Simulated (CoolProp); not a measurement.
Hexamethyldisiloxane (MM) along the isobar 2.56 MPa: Z from the reference equation and from simpler models built on Tc = 518.7 K, pc = 1.931 MPa, ω = 0.418; each cubic takes its own stable root.

Computed with CoolProp (reference Helmholtz-energy equation of state, Thol 2016).

```csv
T (K),phase,reference
308.7,liquid,0.2152
333.6,liquid,0.2063
358.6,liquid,0.1994
383.6,liquid,0.1943
408.5,liquid,0.1911
433.5,liquid,0.1899
458.4,liquid,0.1912
483.4,liquid,0.1965
508.4,liquid,0.2106
533.3,supercritical,0.2796
558.3,supercritical,0.5400
583.3,supercritical,0.6562
```

Problem. How far does each simpler model (Redlich-Kwong, Soave-Redlich-Kwong, Peng-Robinson) lie from the reference over these 12 states: mean and median of the absolute difference, and the worst?

Solution. 
- Redlich-Kwong: mean 13.3 %, median 12.5 %, worst +20.2 % at 508.4 K and 2.56 MPa
- Soave-Redlich-Kwong: mean 9.0 %, median 6.9 %, worst +21.0 % at 533.3 K and 2.56 MPa
- Peng-Robinson: mean 4.7 %, median 5.0 %, worst +11.8 % at 533.3 K and 2.56 MPa
